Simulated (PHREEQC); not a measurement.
# Reverse-osmosis permeate: speciation

A made-up water analysis in mg/kgw, 48 °C, pH 6.03, pe 8.2: Na 1.94; K 1.67; Ca 0.353; Mg 0.744; Cl 0.478; S(6) as SO4 3.51; Alkalinity as HCO3 7.52; Pb 0.00459.

Cl is adjusted to close the charge balance.
Valence states are taken as typed.

Model: ion-association model, wateq4f.dat, run in PHREEQC.

```yaml
ionic_strength: 0.000281 mol/kgw
```

| species | molality | activity | log γ |
|---|---|---|---|
| CO2 | 0.000220 | 0.000220 | 0.000 |
| HCO3- | 0.000124 | 0.000122 | -0.009 |
| Na+ | 8.44e-5 | 8.27e-5 | -0.009 |
| K+ | 4.27e-5 | 4.18e-5 | -0.009 |
| SO4-2 | 3.61e-5 | 3.33e-5 | -0.035 |
| Mg+2 | 3.02e-5 | 2.79e-5 | -0.035 |
| Cl- | 9.64e-6 | 9.45e-6 | -0.009 |
| Ca+2 | 8.73e-6 | 8.06e-6 | -0.035 |
| H+ | 9.52e-7 | 9.33e-7 | -0.008 |
| MgSO4 | 3.77e-7 | 3.77e-7 | 0.000 |
| CaSO4 | 6.53e-8 | 6.53e-8 | 0.000 |

Precipitation was switched off in this run. Constants without temperature data keep their 25 °C values here.
